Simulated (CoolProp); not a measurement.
Vapour-liquid equilibrium of isohexane (1) + n-heptane (2) at 339.7 K; x and y are mole fractions of (1).

Computed with CoolProp (multi-fluid Helmholtz-energy mixture model, Lemmon 2006 and Span 2003; pair parameters Bell 2016).

### Question
Give the bubble pressure and the first vapour's composition at x = 0.275, 0.5, 0.725. Is there an azeotrope?

### Answer
x = 0.275: 0.05944 MPa, y = 0.555; x = 0.5: 0.07879 MPa, y = 0.764; x = 0.725: 0.09859 MPa, y = 0.895. No azeotrope shows between x = 0.05 and 0.95.

Pair parameters are fitted to limited data, so mixtures are less certain than the pure fluids.
